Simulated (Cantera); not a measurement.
A freely propagating, adiabatic, planar premixed flame of 8.20 % CH4, 16.4 % O2, 75.4 % N2, equivalence ratio 1.0, unburnt at 625 K and 1.00 bar; mixture-averaged transport, grid criteria slope 0.08 and curve 0.16, no radiation.

Computed with Cantera and GRI-Mech 3.0 (53 species, 325 reactions). Burning velocities carry a grid error of a few per cent, more on coarse grids.

### Question
Predict: laminar burning velocity; thermal thickness; peak x(CH2O); peak x(H2); peak x(O).

### Answer
```json
{
  "laminar_burning_velocity": "104 cm/s",
  "thermal_thickness": "0.406 mm",
  "peak x(CH2O)": "0.000941",
  "peak x(H2)": "0.0194",
  "peak x(O)": "0.00349"
}
```
